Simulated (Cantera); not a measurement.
Charge: 1 mol Cr, 0.9 mol N₂O, 7.2 mol N₂, equilibrated at 0.133 bar.

Cantera equilibrium calculation (NASA polynomials, part measured and part estimated; ideal gas, pure solids and liquids). Candidate condensed phases: Cr, CrN, Cr₂N, Cr₂O₃; 14 gas species. Mutual solubility and eutectic melting of coexisting phases are not modelled. Kinetics and transport are ignored.

Question: Which condensed phases are stable at each of these points (T (K)): 1523, 1573, 1623, 1673, 1723, 1773, 1823, 1873, 1923, 1973?

Answer: 
```json
[
 {"T (K)": "1523", "condensed phases": "Cr₂N(s) + Cr₂O₃(s)", "Cr condensed (%)": "100.0"},
 {"T (K)": "1573", "condensed phases": "Cr₂N(s) + Cr₂O₃(s)", "Cr condensed (%)": "100.0"},
 {"T (K)": "1623", "condensed phases": "Cr(s) + Cr₂O₃(s)", "Cr condensed (%)": "100.0"},
 {"T (K)": "1673", "condensed phases": "Cr(s) + Cr₂O₃(s)", "Cr condensed (%)": "99.9"},
 {"T (K)": "1723", "condensed phases": "Cr(s) + Cr₂O₃(s)", "Cr condensed (%)": "99.8"},
 {"T (K)": "1773", "condensed phases": "Cr(s) + Cr₂O₃(s)", "Cr condensed (%)": "99.6"},
 {"T (K)": "1823", "condensed phases": "Cr(s) + Cr₂O₃(s)", "Cr condensed (%)": "99.2"},
 {"T (K)": "1873", "condensed phases": "Cr(s) + Cr₂O₃(s)", "Cr condensed (%)": "98.5"},
 {"T (K)": "1923", "condensed phases": "Cr(s) + Cr₂O₃(s)", "Cr condensed (%)": "97.1"},
 {"T (K)": "1973", "condensed phases": "Cr(s) + Cr₂O₃(s)", "Cr condensed (%)": "94.8"}
]
```

From 1523 K to 1573 K the condensed part is Cr₂N(s) + Cr₂O₃(s). From 1623 K to 1973 K the condensed part is Cr(s) + Cr₂O₃(s).
